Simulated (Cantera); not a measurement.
Input (Python, Cantera) and output of one run.

```python
import numpy as np
import cantera as ct

gas_names = """
    H HNO HNO2 HNO3 HO2 H2 H2O H2O2 N NH NH2 NH3 NH2OH NO NO2 NO3 N2 N2H2 N2H4 N2O O OH O2 O3 Si SiH
    SiH2 SiH3 SiH4 SiN SiO SiO2 Si2 Si2N Si3
""".split()
cond_names = """
    H2O(s) H2O(L) Si(cr) Si(L) SiO2(Lqz) SiO2(hqz) SiO2(L) Si2N2O(s) Si3N4(a)
""".split()


def load(file, names, dense=False):
    # The tables refer to 1 bar. Condensed volumes are neglected.
    table = {s.name: s for s in ct.Species.list_from_file(file)}
    out = []
    for n in names:
        d = dict(table[n].input_data)
        d["thermo"] = dict(d["thermo"], **{"reference-pressure": 1e5})
        if dense:
            d["equation-of-state"] = {"model": "constant-volume", "density": "1e6 g/cm^3"}
        out.append(ct.Species.from_dict(d))
    return out


gas = ct.Solution(thermo="ideal-gas", species=load("nasa_gas.yaml", gas_names))
cond = {s.name: ct.Solution(thermo="fixed-stoichiometry", species=[s], name=s.name)
        for s in load("nasa_condensed.yaml", cond_names, dense=True)}
atoms = {
    'Si2H6': {'Si': 2, 'H': 6},
    'NO': {'N': 1, 'O': 1},
}
top_T = {'Si2N2O(s)': 2100, 'Si3N4(a)': 2400}  # K; cautious upper limits of use, not melting points


def equilibrate(T, P, feed):
    n = {}
    for name, mol in feed.items():
        for a, k in atoms[name].items():
            n[a] = n.get(a, 0.0) + k * mol
    gas.TPX = T, P, n
    mass = sum(n.values()) * gas.mean_molecular_weight
    gas.equilibrate("TP")
    valid = [c for c in cond.values() if c.min_temp <= T <= top_T.get(c.name, c.max_temp)]
    mix = ct.Mixture([(gas, mass / gas.mean_molecular_weight)] + [(c, 0.0) for c in valid])
    mix.T, mix.P = T, P
    mix.equilibrate("TP", solver="vcs", rtol=1e-11, max_steps=5000)
    return mix


results = []
T = 1800  # K
P = 13332.2  # Pa
for m in [0.6, 2.1, 3.6, 5.1, 6.6, 8.1, 9.6, 11, 13, 14, 16]:
    feed = {'Si2H6': 1, 'NO': m}  # mol
    mix = equilibrate(T, P, feed)
    results.append((T, P, feed, dict(zip(mix.species_names, mix.species_moles))))
    x = sorted(zip(gas.X, gas.species_names), reverse=True)
    print(f"T = {T:g} K  P = {P:g} Pa  n(NO) = {m:g} mol  gas = {mix.phase_moles(0):.4g} mol")
    print("   x: " + "  ".join(f"{s} {v:.3e}" for v, s in x if v > 1e-05))
    print("   condensed (mol): " + ("  ".join(f"{mix.phase(i).name} {mix.phase_moles(i):.4g}"
          for i in range(1, mix.n_phases) if mix.phase_moles(i) > 1e-12) or "none"))
```

Output:

```
T = 1800 K  P = 13332.2 Pa  n(NO) = 0.6 mol  gas = 3.313 mol
   x: H2 9.049e-01  SiO 9.229e-02  N2 1.760e-03  H 9.328e-04  SiH2 2.709e-05  Si 2.382e-05  H2O 1.376e-05
   condensed (mol): Si(L) 1.106  Si2N2O(s) 0.2942
T = 1800 K  P = 13332.2 Pa  n(NO) = 2.1 mol  gas = 3.662 mol
   x: H2 8.186e-01  N2 1.303e-01  SiO 4.993e-02  H 8.872e-04  H2O 2.698e-04
   condensed (mol): SiO2(L) 0.6717  Si2N2O(s) 0.5727
T = 1800 K  P = 13332.2 Pa  n(NO) = 3.6 mol  gas = 4.902 mol
   x: H2 6.113e-01  N2 3.518e-01  SiO 3.586e-02  H 7.667e-04  H2O 2.805e-04
   condensed (mol): SiO2(L) 1.674  Si2N2O(s) 0.07519
T = 1800 K  P = 13332.2 Pa  n(NO) = 5.1 mol  gas = 5.552 mol
   x: N2 4.593e-01  H2 3.419e-01  H2O 1.981e-01  H 5.734e-04  SiO 2.839e-05  OH 2.194e-05
   condensed (mol): SiO2(L) 2
T = 1800 K  P = 13332.2 Pa  n(NO) = 6.6 mol  gas = 6.301 mol
   x: N2 5.237e-01  H2O 4.125e-01  H2 6.342e-02  H 2.469e-04  OH 1.061e-04
   condensed (mol): SiO2(L) 2
T = 1800 K  P = 13332.2 Pa  n(NO) = 8.1 mol  gas = 7.605 mol
   x: N2 5.316e-01  H2O 3.934e-01  O2 7.097e-02  NO 1.984e-03  OH 1.726e-03  H2 2.179e-04  O 8.878e-05  H 1.447e-05
   condensed (mol): SiO2(L) 2
T = 1800 K  P = 13332.2 Pa  n(NO) = 9.6 mol  gas = 9.105 mol
   x: N2 5.258e-01  H2O 3.284e-01  O2 1.409e-01  NO 2.781e-03  OH 1.872e-03  H2 1.291e-04  O 1.251e-04  H 1.114e-05
   condensed (mol): SiO2(L) 2
T = 1800 K  P = 13332.2 Pa  n(NO) = 11 mol  gas = 10.51 mol
   x: N2 5.219e-01  H2O 2.845e-01  O2 1.883e-01  NO 3.203e-03  OH 1.873e-03  O 1.446e-04  H2 9.673e-05
   condensed (mol): SiO2(L) 2
T = 1800 K  P = 13332.2 Pa  n(NO) = 13 mol  gas = 12.51 mol
   x: N2 5.179e-01  H2O 2.389e-01  O2 2.376e-01  NO 3.584e-03  OH 1.819e-03  O 1.624e-04  H2 7.230e-05
   condensed (mol): SiO2(L) 2
T = 1800 K  P = 13332.2 Pa  n(NO) = 14 mol  gas = 13.51 mol
   x: N2 5.164e-01  O2 2.568e-01  H2O 2.211e-01  NO 3.720e-03  OH 1.785e-03  O 1.689e-04  H2 6.438e-05
   condensed (mol): SiO2(L) 2
T = 1800 K  P = 13332.2 Pa  n(NO) = 16 mol  gas = 15.51 mol
   x: N2 5.139e-01  O2 2.877e-01  H2O 1.925e-01  NO 3.929e-03  OH 1.713e-03  O 1.788e-04  H2 5.295e-05
   condensed (mol): SiO2(L) 2
```

Method: chemical equilibrium by Gibbs-energy minimisation in Cantera with the NASA 1993 tables (ideal gas, pure condensed phases). The feed counts by its element totals alone. Mutual solubility and eutectic melting of coexisting phases are not modelled. The tables hold silica as quartz up to 1696 K and as liquid above; real silica turns to tridymite and cristobalite and melts near 1996 K. Gases not in the tables: Si(OH)4, Si2H6 and higher silanes.
